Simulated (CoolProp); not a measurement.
Vapour-liquid equilibrium of CH2F2 (R32) (1) + R143a (2) at -44.65 °C; x and y are mole fractions of (1).

Computed with CoolProp (multi-fluid Helmholtz-energy mixture model, Tillner-Roth 1997 and Lemmon and Jacobsen 2000; pair parameters Bell 2016).

```csv
x,"bubble pressure, mixture model (MPa)","bubble pressure, Raoult's law (MPa)","y, mixture model","y, Raoult's law"
0.05,[?],0.1158,0.083,0.062
0.2,0.1299,0.1201,0.282,0.238
0.35,0.1379,0.1244,0.432,0.402
0.5,0.1433,0.1287,[?],0.556
0.65,[?],0.1330,0.674,0.699
0.8,0.1471,0.1373,0.795,0.833
0.95,0.1447,0.1415,[?],0.960
```

Task: What belongs in the gaps?

Result: 
- 0.05, bubble pressure, mixture model (MPa): 0.1188
- 0.5, y, mixture model: 0.558
- 0.65, bubble pressure, mixture model (MPa): 0.1464
- 0.95, y, mixture model: 0.940

The largest gap from Raoult's law is +11.3 % in bubble pressure, at x = 0.5. y crosses x between x = 0.65 and 0.8: the model has an azeotrope there.

Pair parameters are fitted to limited data, so mixtures are less certain than the pure fluids.
